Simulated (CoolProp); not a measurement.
Computed with CoolProp (reference Helmholtz-energy equation of state, de Reuck 1990).

### Question
For fluorine, give the phase and the density (kg/m³), cp (kJ/(kg K)), speed of sound (m/s), Joule-Thomson coefficient (K/MPa) at 258.9 K and 4.29 MPa; 258.9 K and 14.3 MPa.

### Answer
- 258.9 K and 4.29 MPa: gas; density 78.4, cp 0.871, speed of sound 278, Joule-Thomson coefficient 2.33
- 258.9 K and 14.3 MPa: supercritical; density 274, cp 1.06, speed of sound 293, Joule-Thomson coefficient 1.65
